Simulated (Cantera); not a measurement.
Input (Python, Cantera):

```python
import numpy as np
import cantera as ct

gas = ct.Solution("gri30.yaml")
gas.TPX = 300, 790000, {'CH4': 1, 'H2': 0.034, 'O2': 1.34, 'N2': 5.06}
flame = ct.FreeFlame(gas, width=0.0094)
flame.set_refine_criteria(ratio=3, slope=0.08, curve=0.16)
flame.transport_model = "mixture-averaged"
flame.solve(loglevel=0, auto=True)
z, T = flame.grid, flame.T
thick = (T[-1] - T[0]) / np.gradient(T, z).max()
show = ['CH4', 'H2', 'O2', 'CH2O', 'NO2', 'C2H6']
print(f"laminar burning velocity  {flame.velocity[0] * 100:.3f} cm/s")
print(f"burnt temperature         {T[-1]:.1f} K")
print(f"thermal thickness         {thick * 1e3:.4f} mm")
print(f"grid points               {len(z)}")
z0 = z[flame.heat_release_rate.argmax()]
print(f"{'z/mm':>9s}{'T/K':>9s}{'u/(m/s)':>9s}" + "".join(f"{s:>11s}" for s in show))
rows = []
for k in (-3, -2, -1.5, -1, -0.5, -0.25, 0, 0.25, 0.5, 1, 2, 4, 8):
    zz = z0 + k * thick
    rows.append([k * thick, np.interp(zz, z, T), np.interp(zz, z, flame.velocity),
                 *(np.interp(zz, z, flame.X[gas.species_index(s)]) for s in show)])
    print(f"{rows[-1][0] * 1e3:9.3f}{rows[-1][1]:9.1f}{rows[-1][2]:9.3f}" + "".join(f"{x:11.3e}" for x in rows[-1][3:]))
```

Result:

```
laminar burning velocity  5.872 cm/s
burnt temperature         1912.6 K
thermal thickness         0.2988 mm
grid points               117
     z/mm      T/K  u/(m/s)        CH4         H2         O2       CH2O        NO2       C2H6
   -0.896    300.3    0.059  1.342e-01  6.433e-03  1.799e-01  4.080e-08  8.411e-12  1.135e-08
   -0.598    305.8    0.060  1.333e-01  1.046e-02  1.789e-01  1.636e-06  2.653e-10  5.123e-07
   -0.448    335.0    0.066  1.306e-01  1.590e-02  1.763e-01  1.726e-05  2.369e-09  5.916e-06
   -0.299    488.8    0.098  1.192e-01  2.539e-02  1.639e-01  1.662e-04  1.932e-08  6.462e-05
   -0.149    991.6    0.203  8.246e-02  3.713e-02  1.156e-01  1.068e-03  7.702e-08  5.117e-04
   -0.075   1380.1    0.286  5.176e-02  4.290e-02  7.122e-02  1.392e-03  3.064e-08  1.001e-03
    0.000   1720.4    0.359  2.412e-02  4.804e-02  2.875e-02  4.106e-04  2.388e-09  5.890e-04
    0.075   1874.9    0.393  1.251e-02  5.152e-02  8.886e-03  9.370e-05  3.795e-10  1.185e-04
    0.149   1921.1    0.403  8.975e-03  5.416e-02  3.061e-03  3.501e-05  1.210e-10  3.413e-05
    0.299   1938.4    0.407  6.557e-03  5.819e-02  5.418e-04  1.202e-05  2.328e-11  8.850e-06
    0.598   1935.3    0.407  4.707e-03  6.331e-02  3.796e-05  5.813e-06  3.260e-12  3.262e-06
    1.195   1927.3    0.407  3.243e-03  6.877e-02  3.678e-07  3.423e-06  1.562e-12  1.397e-06
    2.390   1919.5    0.407  2.188e-03  7.422e-02  1.421e-08  1.968e-06  1.667e-12  5.825e-07
```

Cantera simulation using GRI-Mech 3.0 (53 species, 325 reactions); the numbers are that mechanism's predictions, not measurements. Burning velocities carry a grid error of a few per cent, more on coarse grids.
